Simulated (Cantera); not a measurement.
Input: 1 mol V, 0.33 mol H₂O, a varied amount of H₂, held at 2173 K and 0.260 Pa.

Method: chemical equilibrium by Gibbs-energy minimisation in Cantera with the NASA 1993 tables (ideal gas, pure condensed phases). Candidate condensed phases: H₂O, V, VO, V₂O₃, V₂O₄, V₂O₅; 12 gas species. Rates play no part.

### Question
At 39 mol H₂, list the 4 most abundant gas species with their mole fractions, and the condensed phases.

### Answer
H 0.896, H₂ 0.0897, V 0.00967, VO 0.00383. Condensed: gas only.
